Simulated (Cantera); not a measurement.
Input: 1 mol Cr, 0.014 mol O2, 12 mol H2, held at 0.100 bar.

Method: chemical equilibrium by Gibbs-energy minimisation in Cantera with the NASA 1993 tables (ideal gas, pure condensed phases). Candidate condensed phases: Cr, Cr2O3, H2O; 13 gas species. Mutual solubility and eutectic melting of coexisting phases are not modelled. Rates play no part.

Which condensed phases are stable at each of these points (T (K)): 773, 923, 1073, 1223, 1373, 1523, 1673, 1823, 1973, 2123, 2273, 2423, 2573, 2723?


| T (K) | condensed phases | Cr condensed (%) |
|---|---|---|
| 773 | Cr(s) + Cr2O3(s) | 100.0 |
| 923 | Cr(s) + Cr2O3(s) | 100.0 |
| 1073 | Cr(s) + Cr2O3(s) | 100.0 |
| 1223 | Cr(s) + Cr2O3(s) | 100.0 |
| 1373 | Cr(s) + Cr2O3(s) | 100.0 |
| 1523 | Cr(s) + Cr2O3(s) | 100.0 |
| 1673 | Cr(s) | 99.8 |
| 1823 | Cr(s) | 98.5 |
| 1973 | Cr(s) | 89.8 |
| 2123 | Cr(s) | 47.3 |
| 2273 | gas only | 0.0 |
| 2423 | gas only | 0.0 |
| 2573 | gas only | 0.0 |
| 2723 | gas only | 0.0 |

From 773 K to 1523 K the condensed part is Cr(s) + Cr2O3(s). From 1673 K to 2123 K the condensed part is Cr(s). From 2273 K to 2723 K nothing is condensed.
